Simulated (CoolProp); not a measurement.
Vapour-liquid equilibrium of neopentane (1) + n-pentane (2) at 4.12 bar; x and y are mole fractions of (1).

The numbers come from the multi-fluid Helmholtz-energy mixture model, Lemmon 2006 and Thol 2019; pair parameters Bell 2016 in CoolProp.

```json
[
 {"x": "0.05", "bubble temperature, mixture model (K)": "355.8", "bubble temperature, Raoult's law (K)": "355.7", "y, mixture model": "0.088", "y, Raoult's law": "0.095"},
 {"x": "0.125", "bubble temperature, mixture model (K)": "353.0", "bubble temperature, Raoult's law (K)": "352.9", "y, mixture model": "0.209", "y, Raoult's law": "0.222"},
 {"x": "0.2", "bubble temperature, mixture model (K)": "350.4", "bubble temperature, Raoult's law (K)": "350.3", "y, mixture model": "0.317", "y, Raoult's law": "0.336"},
 {"x": "0.275", "bubble temperature, mixture model (K)": "347.9", "bubble temperature, Raoult's law (K)": "347.8", "y, mixture model": "0.415", "y, Raoult's law": "0.436"},
 {"x": "0.35", "bubble temperature, mixture model (K)": "345.5", "bubble temperature, Raoult's law (K)": "345.4", "y, mixture model": "0.503", "y, Raoult's law": "0.525"},
 {"x": "0.425", "bubble temperature, mixture model (K)": "343.2", "bubble temperature, Raoult's law (K)": "343.1", "y, mixture model": "0.583", "y, Raoult's law": "0.605"},
 {"x": "0.5", "bubble temperature, mixture model (K)": "341.0", "bubble temperature, Raoult's law (K)": "340.9", "y, mixture model": "0.655", "y, Raoult's law": "0.676"},
 {"x": "0.575", "bubble temperature, mixture model (K)": "338.9", "bubble temperature, Raoult's law (K)": "338.9", "y, mixture model": "0.720", "y, Raoult's law": "0.740"},
 {"x": "0.65", "bubble temperature, mixture model (K)": "337.0", "bubble temperature, Raoult's law (K)": "336.9", "y, mixture model": "0.780", "y, Raoult's law": "0.797"},
 {"x": "0.725", "bubble temperature, mixture model (K)": "335.1", "bubble temperature, Raoult's law (K)": "335.0", "y, mixture model": "0.834", "y, Raoult's law": "0.849"},
 {"x": "0.8", "bubble temperature, mixture model (K)": "333.3", "bubble temperature, Raoult's law (K)": "333.2", "y, mixture model": "0.884", "y, Raoult's law": "0.896"},
 {"x": "0.875", "bubble temperature, mixture model (K)": "331.5", "bubble temperature, Raoult's law (K)": "331.5", "y, mixture model": "0.930", "y, Raoult's law": "0.938"},
 {"x": "0.95", "bubble temperature, mixture model (K)": "329.8", "bubble temperature, Raoult's law (K)": "329.8", "y, mixture model": "0.973", "y, Raoult's law": "0.976"}
]
```

The largest gap from Raoult's law is +0.1 K in bubble temperature, at x = 0.275. No azeotrope shows between x = 0.05 and 0.95.

Pair parameters are fitted to limited data, so mixtures are less certain than the pure fluids.
